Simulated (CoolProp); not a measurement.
A single-stage vapour-compression cycle with tetrahydrofuran: evaporating at 321.15 K (dew point), condensing at 342.15 K (bubble point), superheat 0 K, subcooling 2 K, compressor efficiency 0.6, no pressure losses. Each further row changes one setting.

Model: reference Helmholtz-energy equation of state, Fiedler 2023, in CoolProp.

| case | cooling COP | pressure ratio | discharge temperature (K) | refrigerating effect (kJ/kg) | volumetric capacity (kJ/m³) |
|---|---|---|---|---|---|
| as stated | 8.79 | 2.05 | 358.6 | 394 | 591 |
| evaporating temperature 326.15 K | 11.9 | 1.71 | 354.3 | 400 | 709 |
| condensing temperature 337.15 K | 11.7 | 1.74 | 350.3 | 404 | 605 |
| subcooling 7 K | 8.99 | 2.05 | 358.6 | 404 | 605 |
| superheat 10 K | 8.77 | 2.05 | 368.4 | 406 | 590 |
| compressor efficiency 0.5 | 7.32 | 2.05 | 365.2 | 394 | 591 |
